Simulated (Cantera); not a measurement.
Input: 1 mol Fe₂O₃, 2 mol C, 0.79 mol N₂, equilibrated at 1700 °C.

These are equilibrium values from Cantera (NASA tables, ideal gas, pure condensed phases), not measurements of a reactor. Candidate condensed phases: C, Fe, Fe(CO)₅, FeO, Fe₂O₃, Fe₃O₄; 27 gas species. Each liquid is taken as pure. Mutual solubility and eutectic melting of coexisting phases are not modelled. The tables' stoichiometric FeO is somewhat more stable than real wüstite, so its field is too wide. FeO: taken at fixed stoichiometry. Kinetics and transport are ignored.

log p: log10 of the partial pressure in bar; n: condensed amount in mol.

```json
[
 {"P (Pa)": "10", "log p CO": "-4.61", "log p Fe": "-4.41", "log p N₂": "-4.79", "log p CO₂": "-4.77", "log p FeO": "-5.65", "n FeO(l)": "0", "n Fe(l)": "0"},
 {"P (Pa)": "52", "log p CO": "-3.66", "log p Fe": "-3.79", "log p N₂": "-4.00", "log p CO₂": "-4.43", "log p FeO": "-5.63", "n FeO(l)": "0.688", "n Fe(l)": "0"},
 {"P (Pa)": "270", "log p CO": "-2.80", "log p Fe": "-3.57", "log p N₂": "-3.16", "log p CO₂": "-3.78", "log p FeO": "-5.63", "n FeO(l)": "0.808", "n Fe(l)": "0.880"},
 {"P (Pa)": "1400", "log p CO": "___", "log p Fe": "-3.57", "log p N₂": "___", "log p CO₂": "___", "log p FeO": "-5.63", "n FeO(l)": "0.811", "n Fe(l)": "1.13"},
 {"P (Pa)": "7200", "log p CO": "-1.33", "log p Fe": "-3.57", "log p N₂": "-1.69", "log p CO₂": "-2.31", "log p FeO": "-5.63", "n FeO(l)": "0.811", "n Fe(l)": "1.18"},
 {"P (Pa)": "37000", "log p CO": "-0.62", "log p Fe": "-3.57", "log p N₂": "-0.98", "log p CO₂": "-1.60", "log p FeO": "-5.63", "n FeO(l)": "0.811", "n Fe(l)": "1.19"},
 {"P (Pa)": "190000", "log p CO": "___", "log p Fe": "-3.57", "log p N₂": "___", "log p CO₂": "___", "log p FeO": "-5.63", "n FeO(l)": "0.811", "n Fe(l)": "1.19"},
 {"P (Pa)": "1000000", "log p CO": "0.81", "log p Fe": "-3.57", "log p N₂": "0.45", "log p CO₂": "-0.17", "log p FeO": "-5.63", "n FeO(l)": "0.811", "n Fe(l)": "1.19"}
]
```

Q: Complete the blanks.

A: 
- 1400, log p CO: -2.05
- 1400, log p N₂: -2.41
- 1400, log p CO₂: -3.03
- 190000, log p CO: 0.09
- 190000, log p N₂: -0.27
- 190000, log p CO₂: -0.89
